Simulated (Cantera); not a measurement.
A freely propagating, adiabatic, planar premixed flame of CH₄ : CO : O₂ : N₂ : CO₂ = 1 : 0.34 : 2.55 : 11.7 : 0.94 (molar parts), equivalence ratio 0.85, unburnt at 425 K and 5.00 bar; mixture-averaged transport, grid criteria slope 0.08 and curve 0.16, no radiation.

Computed with Cantera and GRI-Mech 3.0 (53 species, 325 reactions). Burning velocities carry a grid error of a few per cent, more on coarse grids.

x: mole fraction of selected species; z is measured from the peak of heat release.

| z (mm) | T (K) | u (m/s) | x CH₄ | x CO | x O₂ | x CH₂O | x C₂H₄ | x HCO |
|---|---|---|---|---|---|---|---|---|
| -0.872 | 426 | 0.118 | 0.0604 | 0.0206 | 0.154 | (withheld) | 9.70e-8 | <1e-8 |
| -0.582 | 435 | 0.120 | 0.0598 | 0.0206 | 0.153 | (withheld) | 1.07e-6 | <1e-8 |
| -0.436 | 463 | 0.128 | 0.0583 | 0.0206 | 0.151 | (withheld) | 5.35e-6 | <1e-8 |
| -0.291 | 585 | 0.162 | 0.0520 | 0.0210 | 0.142 | (withheld) | 3.34e-5 | <1e-8 |
| -0.145 | 973 | 0.271 | 0.0328 | 0.0226 | 0.108 | (withheld) | 0.000171 | <1e-8 |
| -0.0727 | 1301 | 0.362 | 0.0166 | 0.0241 | 0.0772 | (withheld) | 0.000298 | 4.29e-7 |
| 0 | 1634 | 0.452 | 0.00207 | 0.0220 | 0.0435 | (withheld) | 0.000100 | 3.41e-6 |
| 0.0727 | 1769 | 0.487 | 1.73e-5 | 0.0113 | 0.0302 | (withheld) | 2.82e-7 | 1.36e-7 |
| 0.145 | 1820 | 0.499 | 1.06e-7 | 0.00599 | 0.0269 | (withheld) | <1e-8 | <1e-8 |
| 0.291 | 1859 | 0.508 | <1e-8 | 0.00252 | 0.0248 | <1e-8 | <1e-8 | <1e-8 |
| 0.582 | 1878 | 0.513 | <1e-8 | 0.000855 | 0.0239 | <1e-8 | <1e-8 | <1e-8 |
| 1.16 | 1885 | 0.515 | <1e-8 | 0.000302 | 0.0236 | <1e-8 | <1e-8 | <1e-8 |
| 2.33 | 1886 | 0.515 | <1e-8 | 0.000201 | 0.0236 | <1e-8 | <1e-8 | <1e-8 |

Task: Fill in the missing entries.

Result: 
- -0.872, x CH₂O: 3.89e-7
- -0.582, x CH₂O: 4.35e-6
- -0.436, x CH₂O: 2.19e-5
- -0.291, x CH₂O: 0.000136
- -0.145, x CH₂O: 0.000628
- -0.0727, x CH₂O: 0.000763
- 0, x CH₂O: 0.000207
- 0.0727, x CH₂O: 3.29e-6
- 0.145, x CH₂O: 2.35e-8
